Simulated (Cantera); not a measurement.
# Ignition delay

Mixture: CH₄ : CO : O₂ : N₂ : H₂O = 1 : 0.031 : 1.06 : 4.14 : 0.26 (molar parts), at 5.00 bar, adiabatic and at constant volume. Ignition delay is the time to a rise of 400 K.

Cantera simulation using GRI-Mech 3.0 (53 species, 325 reactions); the numbers are that mechanism's predictions, not measurements.

```csv
T0 (K),delay (ms)
1273,6.14
1373,1.91
1473,0.642
1573,0.231
1673,0.0904
1773,0.0392
1873,0.0190
1973,0.0102
```

```yaml
apparent activation energy between 1773 and 1973 K: 200 kJ/mol
```
